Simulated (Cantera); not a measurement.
What does this Cantera script print?

```python
import numpy as np
import cantera as ct

gas = ct.Solution("gri30.yaml")
gas.TPX = 2175, 550000, {'CH4': 1, 'CO2': 0.52}
reactor = ct.IdealGasConstPressureReactor(gas, energy="off", clone=False)
net = ct.ReactorNet([reactor])
net.rtol, net.atol = 1e-08, 1e-18
show = ['CH4', 'CO2', 'H', 'HO2', 'C2H2', 'O', 'CH2']
times = np.geomspace(8e-06, 30, 11)

steps = ct.SolutionArray(gas, extra=["t"])
rows = []
print(f"{'t/s':>10s}{'T/K':>9s}{'P/Pa':>11s}" + "".join(f"{s:>11s}" for s in show))
for t in times:
    while net.time < t:
        t_next = net.step()
        steps.append(gas.state, t=t_next)
    rows.append([np.interp(t, steps.t, y) for y in (steps.T, steps.P, *steps(*show).X.T)])
    print(f"{t:10.3e}{rows[-1][0]:9.1f}{rows[-1][1]:11.4g}" + "".join(f"{x:11.3e}" for x in rows[-1][2:]))
rate = np.gradient(steps.T, steps.t)
print("integrator steps:", len(steps.t))
if steps.T.max() > steps.T[0] + 200:
    print(f"time of steepest temperature rise: {steps.t[rate.argmax()]:.4e} s")
gas.TPX = 2175, 550000, {'CH4': 1, 'CO2': 0.52}
gas.equilibrate("TP")
print(f"equilibrium (TP): T = {gas.T:.1f} K  " + "  ".join(f"{s} {gas[s].X[0]:.3e}" for s in show))
```

Result:

```
       t/s      T/K       P/Pa        CH4        CO2          H        HO2       C2H2          O        CH2
 8.000e-06   2175.0    5.5e+05  2.705e-01  2.497e-01  9.617e-04  4.862e-11  8.262e-02  1.970e-08  3.105e-05
 3.635e-05   2175.0    5.5e+05  9.220e-02  1.363e-01  1.243e-03  7.620e-11  1.586e-01  2.881e-08  1.662e-05
 1.652e-04   2175.0    5.5e+05  2.413e-02  2.517e-02  1.387e-03  5.620e-11  1.672e-01  4.647e-08  1.065e-05
 7.504e-04   2175.0    5.5e+05  1.430e-02  9.789e-03  1.495e-03  1.442e-11  1.281e-01  2.985e-08  5.533e-06
 3.410e-03   2175.0    5.5e+05  7.407e-03  2.275e-03  1.569e-03  5.944e-13  8.754e-02  7.312e-09  1.921e-06
 1.549e-02   2175.0    5.5e+05  3.923e-03  2.258e-05  1.588e-03  5.567e-17  7.663e-02  7.696e-11  8.221e-07
 7.039e-02   2175.0    5.5e+05  3.870e-03  9.832e-07  1.588e-03  1.212e-19  7.654e-02  6.149e-12  8.081e-07
 3.198e-01   2175.0    5.5e+05  3.870e-03  9.832e-07  1.588e-03  1.212e-19  7.654e-02  6.149e-12  8.081e-07
 1.453e+00   2175.0    5.5e+05  3.870e-03  9.832e-07  1.588e-03  1.212e-19  7.654e-02  6.149e-12  8.081e-07
 6.603e+00   2175.0    5.5e+05  3.870e-03  9.832e-07  1.588e-03  1.212e-19  7.654e-02  6.149e-12  8.081e-07
 3.000e+01   2175.0    5.5e+05  3.870e-03  9.832e-07  1.588e-03  1.212e-19  7.654e-02  6.149e-12  8.081e-07
integrator steps: 1712
equilibrium (TP): T = 2175.0 K  CH4 3.870e-03  CO2 9.887e-07  H 1.588e-03  HO2 1.226e-19  C2H2 7.653e-02  O 6.173e-12  CH2 8.083e-07
```

Detailed kinetics in Cantera: GRI-Mech 3.0 (53 species, 325 reactions). GRI-Mech 3.0 stops at C3 and has no aromatics, soot or wall deposition, so with more carbon than oxygen in the feed, carbon stays in small species such as C2H2 where larger ones or solid carbon would form.
